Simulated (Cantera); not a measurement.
A Cantera script and what it prints.

```python
import numpy as np
import cantera as ct

gas_names = """
    Cu CuF CuF2 Cu2 F F2 H HF H2 H2F2 H3F3 H4F4 H5F5 H6F6 H7F7
""".split()
cond_names = """
    Cu(cr) Cu(L) CuF2(s) CuF2(L)
""".split()


def load(file, names, dense=False):
    # The tables refer to 1 bar. Condensed volumes are neglected.
    table = {s.name: s for s in ct.Species.list_from_file(file)}
    out = []
    for n in names:
        d = dict(table[n].input_data)
        d["thermo"] = dict(d["thermo"], **{"reference-pressure": 1e5})
        if dense:
            d["equation-of-state"] = {"model": "constant-volume", "density": "1e6 g/cm^3"}
        out.append(ct.Species.from_dict(d))
    return out


gas = ct.Solution(thermo="ideal-gas", species=load("nasa_gas.yaml", gas_names))
cond = {s.name: ct.Solution(thermo="fixed-stoichiometry", species=[s], name=s.name)
        for s in load("nasa_condensed.yaml", cond_names, dense=True)}
atoms = {
    'Cu': {'Cu': 1},
    'F2': {'F': 2},
    'H2': {'H': 2},
}
top_T = {}  # K; cautious upper limits of use, not melting points


def equilibrate(T, P, feed):
    n = {}
    for name, mol in feed.items():
        for a, k in atoms[name].items():
            n[a] = n.get(a, 0.0) + k * mol
    gas.TPX = T, P, n
    mass = sum(n.values()) * gas.mean_molecular_weight
    gas.equilibrate("TP")
    valid = [c for c in cond.values() if c.min_temp <= T <= top_T.get(c.name, c.max_temp)]
    mix = ct.Mixture([(gas, mass / gas.mean_molecular_weight)] + [(c, 0.0) for c in valid])
    mix.T, mix.P = T, P
    mix.equilibrate("TP", solver="vcs", rtol=1e-11, max_steps=5000)
    return mix


results = []
feed = {'Cu': 1, 'F2': 1.2, 'H2': 38}  # mol
P = 5000  # Pa
for T in [500, 600, 700, 800, 900, 1000, 1100, 1200, 1300, 1400]:
    mix = equilibrate(T, P, feed)
    results.append((T, P, feed, dict(zip(mix.species_names, mix.species_moles))))

top = {s: max(r[3][s] / sum(r[3][g] for g in gas_names) for r in results) for s in gas_names}
cols = sorted((s for s in top if top[s] > 1e-05), key=lambda s: -top[s])[:9]
seen = [c for c in cond_names if any(r[3].get(c, 0) > 1e-12 for r in results)]
print("log10 of partial pressures in bar; condensed amounts in mol")
print(f"{'T/K':>10s}" + "".join(f"{s[:9]:>10s}" for s in cols + seen))
for T, P, feed, n in results:
    ng = sum(n[g] for g in gas_names)
    print(f"{T:10.4g}" + "".join(f"{np.log10(max(n[s] / ng * P / 1e5, 1e-99)):10.3f}" for s in cols)
          + "".join(f"{n.get(c, 0):10.4g}" for c in seen))
```

It prints:

```
log10 of partial pressures in bar; condensed amounts in mol
       T/K        H2        HF        Cu         H    Cu(cr)     Cu(L)
       500    -1.328    -2.514   -28.333   -20.822         1         0
       600    -1.328    -2.514   -22.476   -16.999         1         0
       700    -1.328    -2.514   -18.299   -14.262         1         0
       800    -1.328    -2.514   -15.172   -12.202         1         0
       900    -1.328    -2.514   -12.744   -10.596         1         0
      1000    -1.328    -2.514   -10.807    -9.308         1         0
      1100    -1.328    -2.514    -9.225    -8.252         1         0
      1200    -1.328    -2.514    -7.911    -7.369         1         0
      1300    -1.328    -2.514    -6.802    -6.620    0.9999         0
      1400    -1.328    -2.514    -5.870    -5.977         0    0.9989
```

Equilibrium computed with Cantera from the NASA thermochemical tables; the gas is ideal and each condensed phase is pure.
